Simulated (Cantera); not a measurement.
Boron, boron nitride and boron oxide: B + O2 + H2

A closed system holds: 1 mol B, 4.9 mol O2, a varied amount of H2, held at 1450 K and 18.0 Torr.

Method: chemical equilibrium by Gibbs-energy minimisation in Cantera with the NASA 1993 tables (ideal gas, pure condensed phases). Candidate condensed phases: B, B2O3, B3O3H3, H2O; 23 gas species. Gases not in the tables: H3BO3. Kinetics and transport are ignored.

```csv
n(H2) (mol),log p O2,log p H2,log p H2O,log p HBO2,log p (HBO2)3,log p OH,log p B2O3,n B2O3(l)
0.12,-1.64,-8.50,-3.30,-3.46,-7.22,-5.69,-5.12,0.468
0.22,-1.65,-8.21,-3.01,-3.32,-6.79,-5.55,-5.12,0.455
0.39,-1.67,-7.94,-2.75,-3.19,-6.40,-5.42,-5.12,0.439
0.7,-1.70,-7.66,-2.49,-3.06,-6.01,-5.30,-5.12,0.415
1.2,-1.76,-7.42,-2.27,-2.95,-5.68,-5.21,-5.12,0.384
2.2,-1.87,-7.13,-2.05,-2.84,-5.35,-5.12,-5.12,0.332
3.9,-2.08,-6.84,-1.86,-2.74,-5.07,-5.08,-5.12,0.256
7,-2.71,-6.37,-1.70,-2.67,-4.83,-5.16,-5.12,0.130
12,-11.40,-2.15,-1.82,-2.73,-5.01,-7.39,-5.12,0.000208
22,-12.54,-1.84,-2.08,-2.98,-5.77,-7.81,-5.37,0
39,-13.24,-1.73,-2.32,-3.22,-6.50,-8.10,-5.61,0
70,<-13,-1.68,-2.58,-3.47,-7.25,-8.38,-5.87,0
```
log p: log10 of the partial pressure in bar; n: condensed amount in mol.

From 0.12 mol H2 to 12 mol H2 the condensed part is B2O3(l). From 22 mol H2 to 70 mol H2 nothing is condensed.
